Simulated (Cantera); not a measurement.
Cantera run:

```python
import numpy as np
import cantera as ct

gas_names = [...]  # 87 gases of nasa_gas.yaml made of C, H, Si
cond_names = """
    C(gr) C6H6(L) C7H8(L) C8H18(L),n-octa Si(cr) Si(L) SiC(b)
""".split()


# ... load() reads the species with a 1 bar reference pressure and builds the phases ...
atoms = {
    'SiH4': {'Si': 1, 'H': 4},
    'C2H2': {'C': 2, 'H': 2},
    'H2': {'H': 2},
}
top_T = {'C(gr)': 4500, 'SiC(b)': 3050}  # K; cautious upper limits of use, not melting points


# ... equilibrate(T, P, feed) seeds the gas with the atoms and calls Mixture.equilibrate('TP', solver="vcs", rtol=1e-11, max_steps=5000) ...
results = []
feed = {'SiH4': 1, 'C2H2': 1.2, 'H2': 170}  # mol
T = 1175  # K
P = 100000  # Pa
mix = equilibrate(T, P, feed)
results.append((T, P, feed, dict(zip(mix.species_names, mix.species_moles))))
x = sorted(zip(gas.X, gas.species_names), reverse=True)
print(f"T = {T:g} K  P = {P:g} Pa  gas = {mix.phase_moles(0):.4g} mol")
print("   x: " + "  ".join(f"{s} {v:.3e}" for v, s in x if v > 1e-06))
print("   condensed (mol): " + ("  ".join(f"{mix.phase(i).name} {mix.phase_moles(i):.4g}"
      for i in range(1, mix.n_phases) if mix.phase_moles(i) > 1e-12) or "none"))
```

It prints:

```
T = 1175 K  P = 100000 Pa  gas = 171.8 mol
   x: H2 9.919e-01  CH4 8.148e-03
   condensed (mol): SiC(b) 1
```

Cantera equilibrium calculation (NASA polynomials, part measured and part estimated; ideal gas, pure solids and liquids).
